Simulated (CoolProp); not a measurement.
Aqueous calcium chloride as a coolant, at -2 °C, 1 atm.

Computed with CoolProp (Melinder's fits for secondary coolants).

```json
[
 {"mass %": "9.9", "freezing point (°C)": "-5.8", "density (kg/m³)": "1088", "cp (kJ/(kg K))": "3.571", "Prandtl number": "15.3", "viscosity (mPa s)": "2.37"},
 {"mass %": "13.9", "freezing point (°C)": "-9.8", "density (kg/m³)": "1125", "cp (kJ/(kg K))": "3.346", "Prandtl number": "16.3", "viscosity (mPa s)": "2.67"},
 {"mass %": "17.8", "freezing point (°C)": "-14.8", "density (kg/m³)": "1163", "cp (kJ/(kg K))": "3.148", "Prandtl number": "17.8", "viscosity (mPa s)": "3.08"},
 {"mass %": "21.8", "freezing point (°C)": "-21.6", "density (kg/m³)": "1204", "cp (kJ/(kg K))": "2.976", "Prandtl number": "20.2", "viscosity (mPa s)": "3.67"},
 {"mass %": "25.8", "freezing point (°C)": "-31.4", "density (kg/m³)": "1246", "cp (kJ/(kg K))": "2.837", "Prandtl number": "23.9", "viscosity (mPa s)": "4.52"},
 {"mass %": "29.7", "freezing point (°C)": "-46.5", "density (kg/m³)": "1289", "cp (kJ/(kg K))": "2.721", "Prandtl number": "29.7", "viscosity (mPa s)": "5.78"}
]
```
